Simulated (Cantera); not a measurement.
Input (Python, Cantera):

```python
import numpy as np
import cantera as ct

gas = ct.Solution("gri30.yaml")


def delay(T, t_max=10):
    gas.TPX = T, 120000, {'CH4': 1, 'O2': 1.18, 'N2': 2.94}
    reactor = ct.IdealGasConstPressureReactor(gas, clone=False)
    net = ct.ReactorNet([reactor])
    net.rtol, net.atol = 1e-8, 1e-16
    while net.time < t_max:
        t_old, T_old = net.time, reactor.T
        net.step()
        if reactor.T > T + 400:  # ignition: a rise of 400 K
            return t_old + (T + 400 - T_old) / (reactor.T - T_old) * (net.time - t_old)
    return np.nan


taus = []
for T in [1175, 1250, 1325, 1400, 1475, 1550, 1625, 1700, 1775]:
    taus.append(delay(T))
    print(f"T0 = {T:6g} K   tau = {taus[-1]:.4e} s")
```

It prints:

```
T0 =   1175 K   tau = 5.3540e-02 s
T0 =   1250 K   tau = 1.8646e-02 s
T0 =   1325 K   tau = 7.0098e-03 s
T0 =   1400 K   tau = 2.8245e-03 s
T0 =   1475 K   tau = 1.2205e-03 s
T0 =   1550 K   tau = 5.6902e-04 s
T0 =   1625 K   tau = 2.8753e-04 s
T0 =   1700 K   tau = 1.5717e-04 s
T0 =   1775 K   tau = 9.2202e-05 s
```

Detailed kinetics in Cantera: GRI-Mech 3.0 (53 species, 325 reactions).
